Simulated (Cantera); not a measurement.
Cantera run, input and output.

```python
import numpy as np
import cantera as ct

gas = ct.Solution("gri30.yaml")
gas.TPX = 1525, 78000, {'CH4': 1, 'CO2': 0.98, 'H2O': 0.086}
reactor = ct.IdealGasConstPressureReactor(gas, energy="off", clone=False)
net = ct.ReactorNet([reactor])
net.rtol, net.atol = 1e-08, 1e-18
show = ['CH4', 'CO2', 'H2O2', 'H2', 'C2H6']
times = np.geomspace(0.0003, 30, 12)

steps = ct.SolutionArray(gas, extra=["t"])
rows = []
print(f"{'t/s':>10s}{'T/K':>9s}{'P/Pa':>11s}" + "".join(f"{s:>11s}" for s in show))
for t in times:
    while net.time < t:
        t_next = net.step()
        steps.append(gas.state, t=t_next)
    rows.append([np.interp(t, steps.t, y) for y in (steps.T, steps.P, *steps(*show).X.T)])
    print(f"{t:10.3e}{rows[-1][0]:9.1f}{rows[-1][1]:11.4g}" + "".join(f"{x:11.3e}" for x in rows[-1][2:]))
rate = np.gradient(steps.T, steps.t)
print("integrator steps:", len(steps.t))
if steps.T.max() > steps.T[0] + 200:
    print(f"time of steepest temperature rise: {steps.t[rate.argmax()]:.4e} s")
gas.TPX = 1525, 78000, {'CH4': 1, 'CO2': 0.98, 'H2O': 0.086}
gas.equilibrate("TP")
print(f"equilibrium (TP): T = {gas.T:.1f} K  " + "  ".join(f"{s} {gas[s].X[0]:.3e}" for s in show))
```

It prints:

```
       t/s      T/K       P/Pa        CH4        CO2       H2O2         H2       C2H6
 3.000e-04   1525.0    7.8e+04  4.837e-01  4.743e-01  5.545e-16  1.322e-04  4.190e-05
 8.544e-04   1525.0    7.8e+04  4.832e-01  4.743e-01  9.019e-16  4.491e-04  2.249e-04
 2.433e-03   1525.0    7.8e+04  4.812e-01  4.740e-01  1.610e-15  1.671e-03  7.094e-04
 6.930e-03   1525.0    7.8e+04  4.737e-01  4.726e-01  2.900e-15  7.345e-03  1.484e-03
 1.974e-02   1525.0    7.8e+04  4.479e-01  4.645e-01  3.843e-15  2.995e-02  1.449e-03
 5.621e-02   1525.0    7.8e+04  3.887e-01  4.375e-01  5.354e-15  8.319e-02  8.330e-04
 1.601e-01   1525.0    7.8e+04  2.887e-01  3.701e-01  1.262e-14  1.526e-01  4.014e-04
 4.560e-01   1525.0    7.8e+04  1.583e-01  2.332e-01  4.936e-14  1.946e-01  1.489e-04
 1.299e+00   1525.0    7.8e+04  6.099e-02  1.094e-01  1.183e-13  2.270e-01  3.378e-05
 3.699e+00   1525.0    7.8e+04  3.856e-02  7.494e-02  7.383e-14  2.906e-01  1.441e-05
 1.053e+01   1525.0    7.8e+04  3.277e-02  4.937e-02  2.723e-14  3.562e-01  9.350e-06
 3.000e+01   1525.0    7.8e+04  2.526e-02  2.848e-02  8.241e-15  4.144e-01  5.176e-06
integrator steps: 1509
equilibrium (TP): T = 1525.0 K  CH4 9.905e-06  CO2 4.282e-03  H2O2 1.811e-16  H2 5.011e-01  C2H6 7.321e-13
```

Detailed kinetics in Cantera: GRI-Mech 3.0 (53 species, 325 reactions).
